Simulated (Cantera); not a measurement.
Charge: 1 mol SiH4, 45 mol H2, a varied amount of HCl, held at 1852 °C and 640 Pa.

These are equilibrium values from Cantera (NASA tables, ideal gas, pure condensed phases), not measurements of a reactor. Candidate condensed phases: Si; 19 gas species. The tables' values for SiCl are old estimates; treat these amounts as uncertain. Gases not in the tables: Si2H6 and higher silanes. Equilibrium is a limit: real reactors are often held back by kinetics, nucleation or transport.

x: gas mole fraction; nothing condenses.

```
n(HCl) (mol)   x H2    x HCl     x H    x Si
------------  -----  -------  ------  ------
0.078         0.934  0.00149  0.0439  0.0190
0.12          0.934  0.00229  0.0439  0.0189
0.17          0.933  0.00323  0.0438  0.0189
0.26          0.931  0.00490  0.0438  0.0188
0.39          0.929  0.00728  0.0437  0.0187
0.58          0.925   0.0107  0.0437  0.0184
0.87          0.920      ___  0.0435  0.0180
1.3           0.913   0.0229  0.0434  0.0174
1.9           0.904   0.0325  0.0432  0.0163
2.9           0.889      ___  0.0428     ___
4.3           0.869   0.0675  0.0423  0.0121
```

What belongs in the gaps?


- 2.9, x HCl: 0.0476
- 2.9, x Si: 0.0145
- 0.87, x HCl: 0.0157
